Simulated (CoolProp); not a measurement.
500 sccm (0 °C, 1 atm) of nitrogen bubbles through liquid n-heptane at 338.8 K and leaves saturated at a total pressure of 0.15 MPa (ideal gas phase). Each further row changes one setting.

Computed with CoolProp (reference Helmholtz-energy equation of state, Span 2003). It is a short technical equation, of lower accuracy than the large ones.

```json
[
 {"case": "as stated", "vapour pressure (kPa)": "34.6", "mole fraction of vapour": "0.231", "delivery (mg/min)": "671", "delivery (sccm)": "150", "change of delivery for a bath 1 K warmer (%)": "4.9"},
 {"case": "bath temperature 343.8 K", "vapour pressure (kPa)": "41.5", "mole fraction of vapour": "0.276", "delivery (mg/min)": "854", "delivery (sccm)": "191", "change of delivery for a bath 1 K warmer (%)": "5.0"},
 {"case": "total pressure 0.3 MPa", "vapour pressure (kPa)": "34.6", "mole fraction of vapour": "0.115", "delivery (mg/min)": "292", "delivery (sccm)": "65.2", "change of delivery for a bath 1 K warmer (%)": "4.2"}
]
```
